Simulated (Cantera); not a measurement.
An isothermal plug-flow reactor at 875 K and 1.00 bar (inlet), inlet velocity 1.5 m/s, active area per volume 9400 1/m; feed CH4 : O2 : N2 = 0.0027 : 0.02 : 0.79 (molar parts), equivalence ratio 0.27.

Model: Deutschmann's 1995 Pt surface mechanism with GRI-Mech 3.0 gas chemistry, integrated in Cantera. Catalytic surfaces can have several steady states; this one follows from the mechanism file's or the stated starting coverage. Mass transfer to the wall is taken as infinitely fast.

x: gas mole fraction; θ: surface coverage.

```csv
z (m),x CH4,x O2,x H2O,x CO2,x CO,θ free Pt,θ O*,θ OH*
0.0003,0.00317,0.0243,0.000311,0.000154,9.17e-7,0.132,0.868,0.000452
0.00051,0.00306,0.0241,0.000521,0.000259,8.88e-7,0.132,0.867,0.000580
0.00085,0.00290,0.0238,0.000847,0.000423,8.42e-7,0.132,0.867,0.000736
0.0014,0.00265,0.0233,0.00134,0.000671,7.71e-7,0.133,0.866,0.000925
0.0024,0.00225,0.0225,0.00215,0.00108,6.56e-7,0.134,0.865,0.00117
0.0039,0.00174,0.0215,0.00316,0.00158,5.12e-7,0.136,0.863,0.00142
0.0065,0.00111,0.0202,0.00443,0.00221,3.28e-7,0.138,0.861,0.00169
0.011,0.000493,0.0190,0.00566,0.00283,1.47e-7,0.140,0.858,0.00193
0.018,[?],0.0182,0.00637,0.00319,[?],0.141,0.857,0.00205
0.03,[?],0.0180,0.00662,0.00331,[?],0.141,0.857,0.00209
```

Task: Some entries are withheld; supply them.

Result: 
- 0.018, x CH4: 0.000135
- 0.018, x CO: 4.04e-8
- 0.03, x CH4: 1.42e-5
- 0.03, x CO: 4.27e-9
